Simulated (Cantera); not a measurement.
Standard-state values (1 bar) from the NASA 1993 polynomials, evaluated with Cantera. Values are per mole of reaction as written; species without (g) are pure solids or liquids, kept so even where they would boil at 1 bar.

2 NO2(g) + 6 TaO2(g) → 3 Ta2O5 + N2O(g), with ΔH° = -4919.6 kJ and ΔS° = -1511.8 J/K at 300 K.

Q: How far is the shortcut ΔG° ≈ ΔH°(300 K) − T·ΔS°(300 K) from the full temperature-dependent value at 1325, 1525, 1725, 1925, 2125, 2325, 2525, 2725 K?

A: 
```
T (K)  shortcut (kJ)  full (kJ)  difference (kJ)  difference in log10 K  condensed phases
-----  -------------  ---------  ---------------  ---------------------  ----------------
1325         -2916.5    -3039.0            122.5                  -4.83          Ta2O5(s)
1525         -2614.1    -2780.6            166.5                  -5.70          Ta2O5(s)
1725         -2311.8    -2527.0            215.2                  -6.52          Ta2O5(s)
1925         -2009.4    -2277.7            268.3                  -7.28          Ta2O5(s)
2125         -1707.1    -2044.3            337.2                  -8.29          Ta2O5(l)
2325         -1404.7    -1839.7            434.9                  -9.77          Ta2O5(l)
2525         -1102.4    -1640.6            538.2                 -11.13          Ta2O5(l)
2725          -800.0    -1446.6            646.6                 -12.39          Ta2O5(l)
```
The shortcut ignores heat capacities and the phase changes listed.
